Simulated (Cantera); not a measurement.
# V2O3 + H2 + N2 (hydrogen reduction and annealing atmospheres)

Input: 1 mol V2O3, a varied amount of H2, 0.67 mol N2, held at 1598.15 K and 13.3 mbar.

Equilibrium computed with Cantera from the NASA thermochemical tables; the gas is ideal and each condensed phase is pure. Candidate condensed phases: H2O, V, VN, VO, V2O3, V2O4, V2O5; 28 gas species. Mutual solubility and eutectic melting of coexisting phases are not modelled. VO: taken at fixed stoichiometry. Condensed phases not in the tables: the oxides between V2O3 and V2O5 other than VO2. Rates play no part.

From 7.2 mol H2 to 120 mol H2 the condensed part is VO(s) + V2O3(s). From 240 mol H2 to 1900 mol H2 the condensed part is VO(s). The main V-bearing gas is VO2 at 7.2 mol H2 and VO at 1900 mol H2.

```json
[
 {"n(H2) (mol)": "7.2", "log p H2": "-1.92", "log p N2": "-2.95", "log p H2O": "-4.13", "log p H": "-5.23", "log p VO2": "-8.29", "log p NH3": "-8.68", "log p OH": "-8.86", "n VO(s)": "0.0872", "n V2O3(s)": "0.956"},
 {"n(H2) (mol)": "14", "log p H2": "-1.90", "log p N2": "-3.22", "log p H2O": "-4.11", "log p H": "-5.22", "log p VO2": "-8.29", "log p NH3": "-8.78", "log p OH": "-8.85", "n VO(s)": "0.169", "n V2O3(s)": "0.915"},
 {"n(H2) (mol)": "29", "log p H2": "-1.89", "log p N2": "-3.52", "log p H2O": "-4.10", "log p H": "-5.22", "log p VO2": "-8.29", "log p NH3": "-8.92", "log p OH": "-8.84", "n VO(s)": "0.351", "n V2O3(s)": "0.824"},
 {"n(H2) (mol)": "58", "log p H2": "-1.88", "log p N2": "-3.82", "log p H2O": "-4.10", "log p H": "-5.21", "log p VO2": "-8.29", "log p NH3": "-9.06", "log p OH": "-8.84", "n VO(s)": "0.702", "n V2O3(s)": "0.649"},
 {"n(H2) (mol)": "120", "log p H2": "-1.88", "log p N2": "-4.13", "log p H2O": "-4.10", "log p H": "-5.21", "log p VO2": "-8.29", "log p NH3": "-9.21", "log p OH": "-8.84", "n VO(s)": "1.45", "n V2O3(s)": "0.274"},
 {"n(H2) (mol)": "240", "log p H2": "-1.88", "log p N2": "-4.43", "log p H2O": "-4.26", "log p H": "-5.21", "log p VO2": "-8.45", "log p NH3": "-9.36", "log p OH": "-9.00", "n VO(s)": "2.00", "n V2O3(s)": "0"},
 {"n(H2) (mol)": "470", "log p H2": "-1.88", "log p N2": "-4.72", "log p H2O": "-4.55", "log p H": "-5.21", "log p VO2": "-8.74", "log p NH3": "-9.50", "log p OH": "-9.29", "n VO(s)": "2.00", "n V2O3(s)": "0"},
 {"n(H2) (mol)": "950", "log p H2": "-1.88", "log p N2": "-5.03", "log p H2O": "-4.85", "log p H": "-5.21", "log p VO2": "-9.05", "log p NH3": "-9.66", "log p OH": "-9.60", "n VO(s)": "2.00", "n V2O3(s)": "0"},
 {"n(H2) (mol)": "1900", "log p H2": "-1.88", "log p N2": "-5.33", "log p H2O": "-5.15", "log p H": "-5.21", "log p VO2": "-9.35", "log p NH3": "-9.81", "log p OH": "-9.90", "n VO(s)": "2.00", "n V2O3(s)": "0"}
]
```
log p: log10 of the partial pressure in bar; n: condensed amount in mol.
